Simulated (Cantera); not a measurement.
A closed system holds: 1 mol Fe₃O₄, 12 mol H₂, held at 1 atm.

Method: chemical equilibrium by Gibbs-energy minimisation in Cantera with the NASA 1993 tables (ideal gas, pure condensed phases). Candidate condensed phases: Fe, FeO, Fe(OH)₂, Fe(OH)₃, Fe₂O₃, Fe₃O₄, H₂O; 12 gas species. Each liquid is taken as pure. Mutual solubility and eutectic melting of coexisting phases are not modelled. The tables' stoichiometric FeO is somewhat more stable than real wüstite, so its field is too wide. FeO: taken at fixed stoichiometry. Equilibrium is a limit: real reactors are often held back by kinetics, nucleation or transport.

log p: log10 of the partial pressure in bar; n: condensed amount in mol.

| T (K) | log p H₂ | log p H₂O | log p H | log p Fe | n Fe(α) | n FeO(s) | n Fe(γ) | n Fe(δ) | n FeO(l) | n Fe(l) |
|---|---|---|---|---|---|---|---|---|---|---|
| 923 | -0.05 | -0.89 | -9.64 | <-11 | 0.518 | 2.48 | 0 | 0 | 0 | 0 |
| 1023 | -0.07 | -0.79 | -8.42 | <-11 | 0.904 | 2.10 | 0 | 0 | 0 | 0 |
| 1123 | -0.09 | -0.71 | -7.41 | -11.51 | 1.31 | 1.69 | 0 | 0 | 0 | 0 |
| 1223 | -0.10 | -0.64 | -6.57 | -9.98 | 0 | 1.31 | 1.69 | 0 | 0 | 0 |
| 1323 | -0.12 | -0.59 | -5.86 | -8.68 | 0 | 0.962 | 2.04 | 0 | 0 | 0 |
| 1423 | -0.14 | -0.55 | -5.25 | -7.57 | 0 | 0.661 | 2.34 | 0 | 0 | 0 |
| 1523 | -0.15 | -0.52 | -4.71 | -6.61 | 0 | 0.403 | 2.60 | 0 | 0 | 0 |
| 1623 | -0.16 | -0.49 | ___ | ___ | 0 | ___ | 2.82 | 0 | 0 | 0 |
| 1723 | -0.16 | -0.49 | -3.82 | -5.04 | 0 | 0 | 0 | 2.81 | 0.186 | 0 |
| 1823 | -0.16 | -0.50 | -3.44 | -4.39 | 0 | 0 | 0 | 0 | 0.244 | 2.75 |
| 1923 | -0.16 | -0.49 | ___ | ___ | 0 | 0 | 0 | 0 | ___ | 2.80 |
| 2023 | -0.16 | -0.49 | -2.80 | -3.33 | 0 | 0 | 0 | 0 | 0.157 | 2.84 |
| 2123 | -0.17 | -0.49 | -2.53 | -2.88 | 0 | 0 | 0 | 0 | 0.125 | 2.86 |
| 2223 | -0.17 | -0.49 | -2.28 | -2.47 | 0 | 0 | 0 | 0 | 0.0987 | 2.86 |

Some entries are withheld; supply them.


- 1623, log p H: -4.24
- 1623, log p Fe: -5.78
- 1623, n FeO(s): 0.183
- 1923, log p H: -3.11
- 1923, log p Fe: -3.83
- 1923, n FeO(l): 0.197
